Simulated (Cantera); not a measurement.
Feed: 1 mol Al, 0.65 mol N2O, a varied amount of H2, at 1623 K and 133 Pa.

Cantera equilibrium calculation (NASA polynomials, part measured and part estimated; ideal gas, pure solids and liquids). Candidate condensed phases: Al, AlN, Al2O3, H2O; 35 gas species. Equilibrium is a limit: real reactors are often held back by kinetics, nucleation or transport.

**Question.** At 850 mol H2, list the 5 most abundant gas species with their mole fractions, and the condensed phases.

**Answer.** H2 0.997, H 0.00189, N2 0.000763, Al 0.000509, Al2O 0.000107. Condensed: Al2O3(s).
